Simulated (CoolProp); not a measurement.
Computed with CoolProp (reference Helmholtz-energy equation of state, Lemmon 2006). It is a short technical equation, of lower accuracy than the large ones.

For C2F6 (R116), give the phase and the cv (kJ/(kg K)), Joule-Thomson coefficient (K/MPa), isothermal compressibility (1/MPa), viscosity (µPa s) at -31.05 °C and 3.52 MPa; -0.55 °C and 3.52 MPa.


- -31.05 °C and 3.52 MPa: liquid; cv 0.693, Joule-Thomson coefficient -0.0295, isothermal compressibility 0.00719, viscosity 209
- -0.55 °C and 3.52 MPa: liquid; cv 0.739, Joule-Thomson coefficient 0.611, isothermal compressibility 0.0217, viscosity 123

Viscosity comes from a separate model (Huber 2003), an estimate that may be off by 10 % or more.
